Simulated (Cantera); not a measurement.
Input: 1 mol SiCl4, 0.63 mol HCl, 0.33 mol H2, at 775 °C and 10000 Pa.

Equilibrium computed with Cantera from the NASA thermochemical tables; the gas is ideal and each condensed phase is pure. Candidate condensed phases: Si; 19 gas species. The tables' values for SiCl3 are old estimates; treat these amounts as uncertain. The numbers say what is thermodynamically allowed, not how fast it happens.

Base state: SiCl4 0.507, HCl 0.325, H2 0.165, SiHCl3 0.00264, SiCl3 0.000645, SiCl2 1.50e-5 (mole fractions); condensed: gas only.

Task: What changes in the equilibrium state with this change: temperature from 775 °C to 900 °C?

Result: 
```json
[
 {"species": "SiCl4", "before": "0.507", "after": "0.497"},
 {"species": "HCl", "before": "0.325", "after": "0.332"},
 {"species": "H2", "before": "0.165", "after": "0.159"},
 {"species": "SiCl2", "before": "1.50e-5", "after": "0.000513"},
 {"species": "SiCl3", "before": "0.000645", "after": "0.00509"},
 {"species": "SiHCl3", "before": "0.00264", "after": "0.00556"}
]
```

Task: What changes in the equilibrium state with this change: temperature from 775 °C to 502 °C?

Result: 
```
species    before     after
-------  --------  --------
SiCl4       0.507     0.510
HCl         0.325     0.322
H2          0.165     0.168
SiCl2     1.50e-5     <1e-9
SiCl3    0.000645   5.47e-7
SiHCl3    0.00264  0.000173
```

Task: What changes in the equilibrium state with this change: SiCl4 replaced by Si?

Result: 
```json
[
 {"species": "H2", "before": "0.165", "after": "0.768"},
 {"species": "SiCl4", "before": "0.507", "after": "0.154"},
 {"species": "SiHCl3", "before": "0.00264", "after": "0.0391"},
 {"species": "HCl", "before": "0.325", "after": "0.0310"},
 {"species": "SiH2Cl2", "before": "1.57e-6", "after": "0.00113"},
 {"species": "SiCl2", "before": "1.50e-5", "after": "0.00233"},
 {"species": "Si(s), mol", "before": "0", "after": "0.839"}
]
```
